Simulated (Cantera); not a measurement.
A Cantera script and what it prints.

```python
import numpy as np
import cantera as ct

gas_names = """
    OH H2O
""".split()
cond_names = """
    V(cr) V(L) V2O5(s) V2O5(L)
""".split()


def load(file, names, dense=False):
    # The tables refer to 1 bar. Condensed volumes are neglected.
    table = {s.name: s for s in ct.Species.list_from_file(file)}
    out = []
    for n in names:
        d = dict(table[n].input_data)
        d["thermo"] = dict(d["thermo"], **{"reference-pressure": 1e5})
        if dense:
            d["equation-of-state"] = {"model": "constant-volume", "density": "1e6 g/cm^3"}
        out.append(ct.Species.from_dict(d))
    return out


species = {s.name: s for s in load("nasa_gas.yaml", gas_names) + load("nasa_condensed.yaml", cond_names)}
# Each term lists the table entries of one substance; the one whose range holds T is used.
reactions = {
    '10 OH(g) + 2 V = V2O5 + 5 H2O(g)':
        [(-10, ['OH']), (-2, ['V(cr)', 'V(L)']), (1, ['V2O5(s)', 'V2O5(L)']), (5, ['H2O'])],
}


def pick(names, T):
    return next(species[n] for n in names if species[n].thermo.min_temp <= T <= species[n].thermo.max_temp)


results = []
for label, terms in reactions.items():
    print(label)
    print("     T/K   dH/kJ  dS/(J/K)   dG/kJ   log10 K")
    for T in [1023, 1123, 1223, 1323, 1423, 1523, 1623, 1723]:
        used = [(nu, pick(names, T)) for nu, names in terms]
        dH = sum(nu * s.thermo.h(T) for nu, s in used) / 1e6
        dS = sum(nu * s.thermo.s(T) for nu, s in used) / 1e3
        dG = dH - T * dS / 1e3
        logK = -dG * 1e6 / (ct.gas_constant * T * np.log(10))
        results.append((label, T, dH, dS, dG, logK, [s.name for _, s in used]))
        print(f"{T:8g} {dH:8.1f} {dS:8.1f} {dG:8.1f} {logK:8.2f}")
```

Result:

```
10 OH(g) + 2 V = V2O5 + 5 H2O(g)
     T/K   dH/kJ  dS/(J/K)   dG/kJ   log10 K
    1023  -3088.3   -760.9  -2309.9   117.94
    1123  -3085.3   -758.1  -2234.0   103.91
    1223  -3082.3   -755.5  -2158.3    92.18
    1323  -3079.3   -753.2  -2082.9    82.23
    1423  -3076.4   -751.1  -2007.6    73.69
    1523  -3073.6   -749.2  -1932.6    66.28
    1623  -3070.9   -747.4  -1857.8    59.79
    1723  -3068.3   -745.9  -1783.1    54.06
```

Standard-state values (1 bar) from the NASA 1993 polynomials, evaluated with Cantera. Condensed species are held in their standard states even where they would react or evaporate.
